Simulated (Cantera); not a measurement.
## Diamond growth

A diamond (100) surface in a fixed gas of H2 with x(CH4) = 0.0023, x(CH3) = 0.00047, at 950 K, 1100 Pa; coverages are run to steady state.

Computed with Cantera and the Harris–Goodwin 1993 mechanism for the reconstructed diamond (100) surface.

```tsv
x(H)	growth (µm/h)	θ c6HH	θ c6H*	θ c6*H	θ c6**	θ c6HM
0.0001	0.252	0.347	0.00686	0.163	0.00123	0.369
0.0002	0.459	0.369	0.00762	0.181	0.00198	0.337
0.00041	0.776	0.415	0.00880	0.209	0.00298	0.279
0.00084	1.16	0.476	0.0103	0.244	0.00408	0.204
0.0017	1.52	0.535	0.0116	0.276	0.00506	0.132
0.0035	1.79	0.581	0.0127	0.302	0.00579	0.0755
0.007	1.96	0.609	0.0134	0.317	0.00623	0.0413
0.014	2.05	0.625	0.0138	0.326	0.00648	0.0216
0.029	2.11	0.634	0.0140	0.331	0.00662	0.0107
```
θ: site fractions in the mechanism's names (c6HH fully hydrogenated, c6H* and c6*H radical sites, c6** diradical, c6HM methylated).
